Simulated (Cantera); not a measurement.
A Cantera script and its output.

```python
import numpy as np
import cantera as ct

gas = ct.Solution("gri30.yaml")
gas.TPX = 1700, 2500, {'CH4': 1, 'N2': 59}
inlet = ct.Reservoir(gas, clone=True)

reactor = ct.IdealGasConstPressureReactor(gas, energy="off", clone=False)
exhaust = ct.Reservoir(gas, clone=True)
tau = [24, 5.9, 1.5, 0.36, 0.09, 0.023, 0.0056, 0.0014, 0.00035][0]
for a, b in ((inlet, reactor), (reactor, exhaust)):
    ct.MassFlowController(a, b, mdot=lambda t: reactor.mass / tau)
net = ct.ReactorNet([reactor])
show = ['CH4', 'C2H4', 'H2', 'H', 'CH3']

rows = []
print(f"{'tau/s':>10s}{'T/K':>9s}" + "".join(f"{s:>11s}" for s in show))
for tau in [24, 5.9, 1.5, 0.36, 0.09, 0.023, 0.0056, 0.0014, 0.00035]:
    net.initial_time = 0.0
    net.advance(30 * tau)
    before = gas.X
    net.advance(40 * tau)
    drift = np.max(np.abs(gas.X - before) / (gas.X + 1e-9))
    rows.append([gas.T, *gas[show].X, drift])
    print(f"{tau:10.3e}{gas.T:9.1f}" + "".join(f"{x:11.3e}" for x in gas[show].X))
```

Output:

```
     tau/s      T/K        CH4       C2H4         H2          H        CH3
 2.400e+01   1700.0  6.148e-04  3.448e-06  2.358e-02  9.186e-05  4.796e-05
 5.900e+00   1700.0  1.537e-03  1.530e-05  2.217e-02  7.052e-05  9.660e-05
 1.500e+00   1700.0  3.616e-03  6.401e-05  1.899e-02  4.974e-05  1.818e-04
 3.600e-01   1700.0  7.747e-03  2.311e-04  1.261e-02  2.855e-05  3.098e-04
 9.000e-02   1700.0  1.319e-02  3.936e-04  4.365e-03  9.566e-06  3.782e-04
 2.300e-02   1700.0  1.628e-02  6.242e-05  3.188e-04  1.130e-06  1.905e-04
 5.600e-03   1700.0  1.661e-02  1.343e-06  2.759e-05  3.687e-07  4.911e-05
 1.400e-03   1700.0  1.665e-02  2.179e-08  5.947e-06  3.160e-07  1.211e-05
 3.500e-04   1700.0  1.666e-02  2.918e-10  1.283e-06  2.726e-07  2.838e-06
```

Computed with Cantera and GRI-Mech 3.0 (53 species, 325 reactions). GRI-Mech 3.0 stops at C3 and has no aromatics, soot or wall deposition, so with more carbon than oxygen in the feed, carbon stays in small species such as C2H2 where larger ones or solid carbon would form. Radical loss at walls, strong at low pressure, is not modelled.
